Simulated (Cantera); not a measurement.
A closed system holds: 1 mol Mg(OH)2, 0.051 mol H2, 0.063 mol CO2, at 0.100 bar.

These are equilibrium values from Cantera (NASA tables, ideal gas, pure condensed phases), not measurements of a reactor. Candidate condensed phases: C, C6H6, C7H8, C8H18, H2O, Mg, MgCO3, MgO, Mg(OH)2; 116 gas species. The numbers say what is thermodynamically allowed, not how fast it happens. All values below are at 1675 K.

Base state: H2O 0.905, CO2 0.0495, H2 0.0388, CO 0.00703, OH 8.16e-5, H 7.23e-5 (mole fractions); condensed: MgO(s).

**Question.** What changes in the equilibrium state with this change: CO2 from 0.063 to 0.16 mol?

**Answer.** 
```tsv
species	before	after
H2O	0.905	0.839
CO2	0.0495	0.119
H2	0.0388	0.0287
CO	0.00703	0.0134
H	7.23e-5	6.22e-5
OH	8.16e-5	8.80e-5
MgO(s), mol	1.000	1.000
```
